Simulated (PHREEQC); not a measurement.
A solution holds 0.0014 mol NaBF4 per kg of water, at 29 °C. Closed to the air; pH follows from the charge balance.

All values are PHREEQC results (ion-association model, phreeqc.dat), not measurements.

Precipitation was switched off in this run.

### Question
Order these B species by the share of B that they hold, largest first: H3BO3, BF3OH-, BF2(OH)2-, BF4-.

### Answer
H3BO3 (59 %), BF4- (29 %), BF3OH- (6.1 %), BF2(OH)2- (5.1 %)

The pH is 3.12 and the ionic strength 0.00220 mol/kgw. Real BF4- forms and hydrolyses slowly; the run takes it at equilibrium.
